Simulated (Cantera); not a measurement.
Feed: 1 mol SiF₄, 14 mol N₂O, 4.7 mol N₂, at 900 K and 0.100 bar.

Method: chemical equilibrium by Gibbs-energy minimisation in Cantera with the NASA 1993 tables (ideal gas, pure condensed phases). Candidate condensed phases: Si, SiO₂, Si₂N₂O, Si₃N₄; 28 gas species. Equilibrium is a limit: real reactors are often held back by kinetics, nucleation or transport.

Task: What is the equilibrium state?

Result: 
- x(N₂): 0.700
- x(O₂): 0.262
- x(SiF₄): 0.0375
- x(NO): 9.71e-6
- gas amount: 26.70 mol
- log10 activity of Si(s) (absent): -41.81
